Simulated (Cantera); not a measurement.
A Cantera script and what it prints.

```python
import numpy as np
import cantera as ct

gas_names = [...]  # 113 gases of nasa_gas.yaml made of C, H, O, Pb
cond_names = """
    C(gr) C6H6(L) C7H8(L) C8H18(L),n-octa H2O(s) H2O(L) Pb(cr) Pb(L) PbO(rd) PbO(yw) PbO(L) PbO2(s)
    Pb3O4(s)
""".split()


# ... load() reads the species with a 1 bar reference pressure and builds the phases ...
atoms = {
    'PbO': {'Pb': 1, 'O': 1},
    'CO': {'C': 1, 'O': 1},
    'H2': {'H': 2},
}
top_T = {'C(gr)': 4500, 'Pb3O4(s)': 820}  # K; cautious upper limits of use, not melting points


# ... equilibrate(T, P, feed) seeds the gas with the atoms and calls Mixture.equilibrate('TP', solver="vcs", rtol=1e-11, max_steps=5000) ...
results = []
feed = {'PbO': 1, 'CO': 0.62, 'H2': 0.16}  # mol
T = 2148.15  # K
for P in [10, 100, 1000, 10000, 100000, 1000000]:
    mix = equilibrate(T, P, feed)
    results.append((T, P, feed, dict(zip(mix.species_names, mix.species_moles))))

top = {s: max(r[3][s] / sum(r[3][g] for g in gas_names) for r in results) for s in gas_names}
cols = sorted((s for s in top if top[s] > 0.001), key=lambda s: -top[s])[:7]
seen = [c for c in cond_names if any(r[3].get(c, 0) > 1e-12 for r in results)]
print("log10 of partial pressures in bar; condensed amounts in mol")
print(f"{'P/Pa':>10s}" + "".join(f"{s[:9]:>10s}" for s in cols + seen))
for T, P, feed, n in results:
    ng = sum(n[g] for g in gas_names)
    print(f"{P:10.4g}" + "".join(f"{np.log10(max(n[s] / ng * P / 1e5, 1e-99)):10.3f}" for s in cols)
          + "".join(f"{n.get(c, 0):10.4g}" for c in seen))
```

Output:

```
log10 of partial pressures in bar; condensed amounts in mol
      P/Pa       CO2        Pb       PbO        CO       H2O        O2         O     Pb(L)
        10    -4.915    -4.356    -5.887    -4.797    -5.464    -4.993    -5.211         0
       100    -3.675    -3.334    -4.421    -4.003    -4.205    -4.102    -4.765         0
      1000    -2.561    -2.349    -3.071    -3.253    -3.112    -3.374    -4.401         0
     1e+04    -1.514    -1.378    -1.872    -2.434    -2.072    -2.917    -4.173         0
     1e+05    -0.501    -0.391    -0.814    -1.492    -1.059    -2.775    -4.102         0
     1e+06     0.677     0.270     0.281    -0.748     0.100    -1.908    -3.669    0.5224
```

Cantera equilibrium calculation (NASA polynomials, part measured and part estimated; ideal gas, pure solids and liquids). Gases not in the tables: (PbO)n polymers.
